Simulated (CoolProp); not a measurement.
C2F6 (R116) along the isotherm 425 K: density (kg/m³) from the reference equation and from simpler models built on Tc = 293.0 K, pc = 30.48 bar, ω = 0.257; each cubic takes its own stable root.

Model: reference Helmholtz-energy equation of state, Lemmon 2006, in CoolProp. It is a short technical equation, of lower accuracy than the large ones.

```tsv
p (bar)	phase	reference	van der Waals	Redlich-Kwong	Soave-Redlich-Kwong	Peng-Robinson
11.7	gas	47.16	47.84	47.67	47.05	47.49
23.4	gas	97.28	100.5	99.54	…	98.49
35.2	supercritical	150.8	159.5	156.3	149.3	153.2
46.9	supercritical	…	224.5	216.8	203.3	210.1
58.6	supercritical	264.2	295.6	…	258.5	268.8
70.3	supercritical	323.3	369.7	346.7	314.0	328.2
82.1	supercritical	383.2	441.7	412.9	369.3	387.6
93.8	supercritical	441.4	504.9	476.3	422.5	445.0
105	supercritical	495.1	556.3	533.2	471.2	497.9
117	supercritical	549.3	602.4	589.4	520.6	551.7
129	supercritical	599.4	641.0	640.5	…	602.3
141	supercritical	645.2	673.8	686.8	610.0	649.7
152	supercritical	683.5	699.9	725.3	646.9	690.4
```

What belongs in the gaps?


- 23.4, Soave-Redlich-Kwong: 96.75
- 46.9, reference: 206.4
- 58.6, Redlich-Kwong: 280.8
- 129, Soave-Redlich-Kwong: 566.9
